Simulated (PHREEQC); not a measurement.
A solution holds 0.0096 mol/kgw KH2PO4, 0.0073 mol/kgw HNO3 and 4.9e-05 mol/kgw ZnSO4, at 28 °C. Closed to the air; pH follows from the charge balance.

Computed with PHREEQC (ion-association model, wateq4f.dat).

Q: The ionic strength comes out as 0.0139 mol/kgw. What activity coefficients do HSO4-, K+, SO4-2, H+, NO3- get?

A: HSO4- 0.89, K+ 0.89, SO4-2 0.63, H+ 0.90, NO3- 0.88.

This is a speciation only: nothing precipitates in the calculation. Species that the database lacks are ignored. H3PO4, which wateq4f.dat lacks, is added to it with the constant of phreeqc.dat. The database has no phosphate complexes of Zn.
